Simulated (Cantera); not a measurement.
A freely propagating, adiabatic, planar premixed flame of CO : H₂ : CH₄ : O₂ : N₂ = 1 : 0.29 : 0.26 : 1.69 : 6.35 (molar parts), equivalence ratio 0.69, unburnt at 625 K and 233 Torr; multicomponent+Soret transport, grid criteria slope 0.08 and curve 0.16, no radiation.

Cantera simulation using GRI-Mech 3.0 (53 species, 325 reactions); the numbers are that mechanism's predictions, not measurements. Burning velocities carry a grid error of a few per cent, more on coarse grids.

x: mole fraction of selected species; z is measured from the peak of heat release.

| z (mm) | T (K) | u (m/s) | x CO | x H₂ | x CH₄ | x C₂H₆ | x HO₂ | x O₂ |
|---|---|---|---|---|---|---|---|---|
| -4.39 | 625 | 2.00 | 0.104 | 0.0302 | 0.0271 | <1e-8 | <1e-8 | 0.176 |
| -2.93 | 625 | 2.00 | 0.104 | 0.0301 | 0.0271 | <1e-8 | 9.19e-8 | 0.176 |
| -2.19 | 625 | 2.00 | 0.104 | 0.0298 | 0.0271 | <1e-8 | 1.42e-6 | 0.176 |
| -1.46 | 626 | 2.00 | 0.104 | 0.0287 | 0.0271 | 1.41e-7 | 2.22e-5 | 0.176 |
| -0.732 | 685 | 2.18 | 0.104 | 0.0246 | 0.0259 | 1.45e-5 | 8.87e-5 | 0.175 |
| -0.366 | 884 | 2.82 | 0.103 | 0.0212 | 0.0203 | 3.84e-5 | 6.45e-5 | 0.164 |
| 0 | 1247 | 3.98 | 0.0999 | 0.0158 | 0.00564 | 6.18e-6 | 5.78e-5 | 0.129 |
| 0.366 | 1433 | 4.56 | 0.0829 | 0.00830 | 0.000243 | <1e-8 | 1.55e-5 | 0.0994 |
| 0.732 | 1514 | 4.78 | 0.0649 | 0.00592 | 4.35e-6 | <1e-8 | 1.01e-5 | 0.0868 |
| 1.46 | 1622 | 5.07 | [?] | 0.00597 | <1e-8 | <1e-8 | [?] | 0.0767 |
| 2.93 | 1742 | 5.39 | 0.0331 | 0.00577 | <1e-8 | <1e-8 | 5.50e-6 | 0.0713 |
| 5.85 | 1861 | 5.72 | 0.0284 | 0.00468 | <1e-8 | <1e-8 | 3.90e-6 | 0.0689 |
| 11.7 | 1970 | 6.01 | [?] | [?] | <1e-8 | <1e-8 | [?] | 0.0665 |

Complete the blanks.


- 1.46, x CO: 0.0442
- 1.46, x HO₂: 7.44e-6
- 11.7, x CO: 0.0228
- 11.7, x H₂: 0.00340
- 11.7, x HO₂: 2.58e-6
